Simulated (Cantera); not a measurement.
Feed: 1 mol B2O3, 38 mol N2, equilibrated at 1577 °C and 0.100 bar.

These are equilibrium values from Cantera (NASA tables, ideal gas, pure condensed phases), not measurements of a reactor. Candidate condensed phases: B, BN, B2O3; 17 gas species. Rates play no part.

Base state: N2 0.974, B2O3 0.0256, BO2 7.76e-5, BO 5.65e-5, B2O2 1.34e-5 (mole fractions); condensed: gas only.

Problem. What changes in the equilibrium state with this change: temperature from 1577 °C to 1150 °C?

Solution. 
```json
[
 {"species": "N2", "before": "0.974", "after": "1.000"},
 {"species": "B2O3", "before": "0.0256", "after": "4.10e-5"},
 {"species": "BO2", "before": "7.76e-5", "after": "1.41e-8"},
 {"species": "BO", "before": "5.65e-5", "after": "1.14e-8"},
 {"species": "B2O2", "before": "1.34e-5", "after": "3.17e-9"},
 {"species": "B2O3(l), mol", "before": "0", "after": "0.998"}
]
```
